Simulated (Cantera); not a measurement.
B₂O₃ + O₂ (boron, boron nitride and boron oxide)

Feed: 1 mol B₂O₃, a varied amount of O₂, equilibrated at 133 Pa.

These are equilibrium values from Cantera (NASA tables, ideal gas, pure condensed phases), not measurements of a reactor. Candidate condensed phases: B, B₂O₃; 10 gas species. Equilibrium is a limit: real reactors are often held back by kinetics, nucleation or transport.

Stable condensed phases:

```
T in °C \ n(O₂) in mol
         0.052 0.082  0.13  0.21  0.32  0.51  0.81   1.3     2   3.2     5     8
   1925      A     A     A     A     A     A     A     A     A     A     A     A
   1875      A     A     A     A     A     A     A     A     A     A     A     A
   1825      A     A     A     A     A     A     A     A     A     A     A     A
   1775      A     A     A     A     A     A     A     A     A     A     A     A
   1725      A     A     A     A     A     A     A     A     A     A     A     A
   1675      A     A     A     A     A     A     A     A     A     A     A     A
   1625      A     A     A     A     A     A     A     A     A     A     A     A
   1575      A     A     A     A     A     A     A     A     A     A     A     A
   1525      A     A     A     A     A     A     A     A     A     A     A     A
   1475      A     A     A     A     A     A     A     A     A     A     A     A
   1425      B     B     B     B     B     B     A     A     A     A     A     A
   1375      B     B     B     B     B     B     B     B     B     A     A     A
```

A: gas only; B: B₂O₃.
